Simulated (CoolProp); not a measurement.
Sulfur dioxide along the isobar 35 MPa: Z from the reference equation and from simpler models built on Tc = 157.5 °C, pc = 7.887 MPa, ω = 0.256; each cubic takes its own stable root.

Computed with CoolProp (reference Helmholtz-energy equation of state, Gao 2016).

```tsv
T (°C)	phase	reference
36.85	liquid	0.6205
50.65	liquid	0.6081
64.35	liquid	0.5977
78.15	liquid	0.5890
91.85	liquid	0.5822
105.65	liquid	0.5770
119.35	liquid	0.5737
133.15	liquid	0.5722
146.85	liquid	0.5726
160.65	supercritical	0.5751
174.35	supercritical	0.5796
188.15	supercritical	0.5864
201.85	supercritical	0.5956
215.65	supercritical	0.6074
```

Q: How far does each simpler model (Redlich-Kwong, Peng-Robinson) lie from the reference over these 14 states: mean and median of the absolute difference, and the worst?

A: 
- Redlich-Kwong: mean 12.0 %, median 12.4 %, worst +13.0 % at 36.85 °C and 35 MPa
- Peng-Robinson: mean 1.6 %, median 1.7 %, worst +3.7 % at 215.65 °C and 35 MPa
